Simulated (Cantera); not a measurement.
Cantera run, input and output.

```python
import numpy as np
import cantera as ct

surf = ct.Interface("diamond.yaml", "diamond_100")
gas, bulk = surf.adjacent["gas"], surf.adjacent["diamond"]
k = surf.kinetics_species_index(bulk.species_names[0])
cover = ["c6HH", "c6H*", "c6*H", "c6**", "c6HM", "c6B"]

rows, drift = [], 0.0
print(f"{'T':>10s}{'um/h':>11s}" + "".join(f"{s:>11s}" for s in cover))
for v in [925, 1000, 1075, 1150, 1225, 1300, 1375]:
    T, P, xH, xCH3 = v, 1400, 0.00023, 2.4e-05
    gas.TPX = T, P, {"H": xH, "CH3": xCH3, "CH4": 0.0052, "H2": 1 - xH - xCH3 - 0.0052}
    surf.TP = bulk.TP = T, P
    surf.coverages = "c6H*:0.1, c6HH:0.9"
    surf.advance_coverages(100.0)
    before = surf.coverages
    surf.advance_coverages(100.0)
    drift = max(drift, np.max(np.abs(surf.coverages - before) / (surf.coverages + 1e-9)))
    rate = surf.net_production_rates[k] * bulk.mean_molecular_weight / bulk.density * 3.6e9
    rows.append([rate, *surf[cover].coverages])
    print(f"{v:10.4g}{rate:11.4e}" + "".join(f"{x:11.3e}" for x in rows[-1][1:]))
```

Output:

```
         T       um/h       c6HH       c6H*       c6*H       c6**       c6HM        c6B
       925 7.6481e-02  6.317e-01  1.127e-02  2.901e-01  4.227e-03  4.922e-02  2.075e-10
      1000 4.1016e-02  6.026e-01  1.738e-02  3.558e-01  6.834e-03  1.250e-02  1.113e-10
      1075 1.5590e-02  5.661e-01  2.365e-02  3.979e-01  9.130e-03  1.899e-03  4.230e-11
      1150 9.9280e-03  5.413e-01  2.946e-02  4.177e-01  1.055e-02  2.830e-04  2.694e-11
      1225 7.9703e-03  5.350e-01  3.436e-02  4.193e-01  1.097e-02  4.596e-05  2.163e-11
      1300 3.5895e-03  5.451e-01  3.801e-02  4.062e-01  1.058e-02  8.243e-06  9.740e-12
      1375 9.1030e-04  5.655e-01  4.047e-02  3.842e-01  9.736e-03  1.780e-06  2.470e-12
```

Computed with Cantera and the Harris–Goodwin 1993 mechanism for the reconstructed diamond (100) surface.
